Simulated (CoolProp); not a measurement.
A simple Rankine cycle with c-C4F8 (RC318): condensing at 325.15 K, boiler at 1.72 MPa, turbine inlet 404.7 K, turbine efficiency 0.65, pump efficiency 0.8, no recuperator. Each further row changes one setting.

Computed with CoolProp (reference Helmholtz-energy equation of state, Platzer 1990). This equation is an older, rougher fit; its heat capacities, sound speeds and derivatives of the liquid may be far off and weren't checked against measurements.

| case | thermal efficiency (%) | net work (kJ/kg) | heat in (kJ/kg) | turbine exit temperature (K) | volume ratio over the turbine |
|---|---|---|---|---|---|
| as stated | 4.8 | 7.47 | 155 | 387.0 | 2.77 |
| turbine inlet 424.7 K | 4.7 | 8.19 | 176 | 408.1 | 2.69 |
| condensing temperature 317.15 K | 5.7 | 9.41 | 165 | 383.8 | 3.46 |
| boiler pressure 1.2 MPa | 3.1 | 4.94 | 160 | 395.0 | 1.82 |
| turbine efficiency 0.55 | 4.0 | 6.18 | 155 | 388.4 | 2.78 |
